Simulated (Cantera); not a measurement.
Input: 1 mol Si, 0.065 mol O₂, 630 mol H₂, equilibrated at 16.0 mbar.

Equilibrium computed with Cantera from the NASA thermochemical tables; the gas is ideal and each condensed phase is pure. Candidate condensed phases: H₂O, Si, SiO₂; 18 gas species. Mutual solubility and eutectic melting of coexisting phases are not modelled. Gases not in the tables: Si₂H₆ and higher silanes. Equilibrium is a limit: real reactors are often held back by kinetics, nucleation or transport.

x: gas mole fraction; n: condensed amount in mol.

| T (°C) | x H₂ | x H | x Si | x SiO | x SiH | x SiH₂ | x Si₂ | n Si(s) | n SiO₂(β-quartz) | n Si(l) |
|---|---|---|---|---|---|---|---|---|---|---|
| 700 | 1.00 | 8.55e-9 | <1e-12 | 1.02e-8 | <1e-12 | 4.19e-11 | <1e-12 | 0.935 | 0.0650 | 0 |
| 850 | 1.000 | [?] | [?] | [?] | [?] | [?] | <1e-12 | 0.934 | 0.0640 | 0 |
| 1000 | 1.000 | [?] | [?] | 0.000206 | [?] | [?] | <1e-12 | 0.870 | 0 | 0 |
| 1150 | 1.000 | 5.25e-5 | 9.55e-8 | 0.000206 | 5.41e-8 | 5.26e-7 | 6.83e-11 | 0.870 | 0 | 0 |
| 1300 | 0.999 | 0.000321 | 3.44e-6 | 0.000206 | 1.05e-6 | 3.67e-6 | 7.22e-9 | 0.865 | 0 | 0 |
| 1450 | 0.998 | 0.00144 | 6.15e-5 | 0.000206 | 1.12e-5 | 1.69e-5 | 2.91e-7 | 0 | 0 | 0.813 |
| 1600 | 0.994 | 0.00509 | 0.000551 | 0.000206 | 6.48e-5 | 4.88e-5 | 4.11e-6 | 0 | 0 | 0.443 |
| 1750 | 0.984 | 0.0149 | 0.00122 | 0.000205 | 9.84e-5 | 4.08e-5 | 4.58e-6 | 0 | 0 | 0 |
| 1900 | 0.961 | 0.0374 | 0.00126 | 0.000202 | 7.29e-5 | 1.80e-5 | 1.36e-6 | 0 | 0 | 0 |

Q: What belongs in the gaps?

A: 
- 1000, x H: 5.64e-6
- 1000, x Si: 1.13e-9
- 1000, x SiH: 1.38e-9
- 1000, x SiH₂: 4.76e-8
- 850, x H: 3.37e-7
- 850, x Si: 4.02e-12
- 850, x SiO: 3.13e-6
- 850, x SiH: 1.29e-11
- 850, x SiH₂: 2.26e-9
